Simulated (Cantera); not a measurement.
A closed system holds: 1 mol NiS, 1700 mol H₂, 2.6 mol N₂.

Cantera equilibrium calculation (NASA polynomials, part measured and part estimated; ideal gas, pure solids and liquids). Candidate condensed phases: Ni, NiS, NiS₂, Ni₃S₂, Ni₃S₄, S; 17 gas species. The numbers say what is thermodynamically allowed, not how fast it happens.

Stable condensed phases, one row left out:

```
T in °C \ P in Pa
              10      52     270    1400    7200   37000  190000 1000000
   1775        A       A       A       A       A       A       B       B
   1675        A       A       A       A       A       B       B       B
   1575        A       A       A       A       B       B       B       B
   1475        A       A       A       B       B       B       B       B
   1375        A       A       B       B       B       B       B       B
   1175        B       B       B       B       B       B       B       B
   1075        B       B       B       B       B       B       B       B
    975        B       B       B       B       B       B       B       B
    875        B       B       B       B       B       B       B       B
    775        B       B       B       B       B       B       B       B
```

A: gas only; B: Ni.

Q: Give the row for 1275 °C.

A: 10: gas only; 52: Ni; 270: Ni; 1400: Ni; 7200: Ni; 37000: Ni; 190000: Ni; 1000000: Ni.
